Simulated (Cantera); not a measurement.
Reactions in the system N-O-P

Cantera with NASA thermochemical tables; ideal gases at 1 bar, condensed phases pure. Values are per mole of reaction as written; species without (g) are pure solids or liquids, kept so even where they would boil at 1 bar.

P4(g) + 10 NO(g) = 10 N(g) + P4O10

```json
[
 {"T (K)": "300", "ΔH° (kJ)": "745.3", "ΔS° (J/K)": "-625.4", "ΔG° (kJ)": "932.9", "log10 K": "-162.42"},
 {"T (K)": "448", "ΔH° (kJ)": "757.8", "ΔS° (J/K)": "-592.2", "ΔG° (kJ)": "1023.1", "log10 K": "-119.28"},
 {"T (K)": "473", "ΔH° (kJ)": "760.7", "ΔS° (J/K)": "-585.9", "ΔG° (kJ)": "1037.8", "log10 K": "-114.61"},
 {"T (K)": "498", "ΔH° (kJ)": "763.7", "ΔS° (J/K)": "-579.6", "ΔG° (kJ)": "1052.4", "log10 K": "-110.38"},
 {"T (K)": "523", "ΔH° (kJ)": "767.0", "ΔS° (J/K)": "-573.3", "ΔG° (kJ)": "1066.8", "log10 K": "-106.54"},
 {"T (K)": "548", "ΔH° (kJ)": "770.4", "ΔS° (J/K)": "-566.9", "ΔG° (kJ)": "1081.0", "log10 K": "-103.04"},
 {"T (K)": "573", "ΔH° (kJ)": "774.0", "ΔS° (J/K)": "-560.5", "ΔG° (kJ)": "1095.1", "log10 K": "-99.83"},
 {"T (K)": "598", "ΔH° (kJ)": "777.7", "ΔS° (J/K)": "-554.1", "ΔG° (kJ)": "1109.1", "log10 K": "-96.87"},
 {"T (K)": "623", "ΔH° (kJ)": "781.6", "ΔS° (J/K)": "-547.8", "ΔG° (kJ)": "1122.8", "log10 K": "-94.14"},
 {"T (K)": "648", "ΔH° (kJ)": "785.6", "ΔS° (J/K)": "-541.4", "ΔG° (kJ)": "1136.5", "log10 K": "-91.61"}
]
```
